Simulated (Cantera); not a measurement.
What does this Cantera script print?

```python
import numpy as np
import cantera as ct

gas_names = """
    B BCL BCL2 BCL3 BH BH2 BH3 BN B2 CL CL2 H HCL H2 N NH NH2 NH3 N2 N2H2 N2H4
""".split()
cond_names = """
    B(b) B(L) BN(s) NH4CL(a) NH4CL(b)
""".split()


# ... load() reads the species with a 1 bar reference pressure and builds the phases ...
atoms = {
    'BN': {'B': 1, 'N': 1},
    'HCl': {'H': 1, 'CL': 1},
}
top_T = {'BN(s)': 3200}  # K; cautious upper limits of use, not melting points


# ... equilibrate(T, P, feed) seeds the gas with the atoms and calls Mixture.equilibrate('TP', solver="vcs", rtol=1e-11, max_steps=5000) ...
results = []
T = 1300  # K
P = 5.6  # Pa
for m in [1.9, 3.4, 6.2, 11, 20, 35, 63]:
    feed = {'BN': 1, 'HCl': m}  # mol
    mix = equilibrate(T, P, feed)
    results.append((T, P, feed, dict(zip(mix.species_names, mix.species_moles))))

top = {s: max(r[3][s] / sum(r[3][g] for g in gas_names) for r in results) for s in gas_names}
cols = sorted((s for s in top if top[s] > 0.001), key=lambda s: -top[s])[:8]
seen = [c for c in cond_names if any(r[3].get(c, 0) > 1e-12 for r in results)]
print("log10 of partial pressures in bar; condensed amounts in mol")
print(f"{'n(HCl)':>10s}" + "".join(f"{s[:9]:>10s}" for s in cols + seen))
for T, P, feed, n in results:
    ng = sum(n[g] for g in gas_names)
    print(f"{feed['HCl']:10.4g}" + "".join(f"{np.log10(max(n[s] / ng * P / 1e5, 1e-99)):10.3f}" for s in cols)
          + "".join(f"{n.get(c, 0):10.4g}" for c in seen))
```

It prints:

```
log10 of partial pressures in bar; condensed amounts in mol
    n(HCl)       HCL        H2      BCL3        N2     BN(s)
       1.9    -4.294    -5.586    -5.766    -6.065    0.9415
       3.4    -4.294    -5.586    -5.766    -6.065    0.8954
       6.2    -4.294    -5.586    -5.766    -6.065    0.8092
        11    -4.294    -5.586    -5.766    -6.065    0.6615
        20    -4.294    -5.586    -5.766    -6.065    0.3845
        35    -4.291    -5.618    -5.798    -6.097         0
        63    -4.274    -5.869    -6.052    -6.352         0
```

These are equilibrium values from Cantera (NASA tables, ideal gas, pure condensed phases), not measurements of a reactor. The tables' values for BCl2, BCl are old estimates; treat these amounts as uncertain. Gases not in the tables: BHCl2.
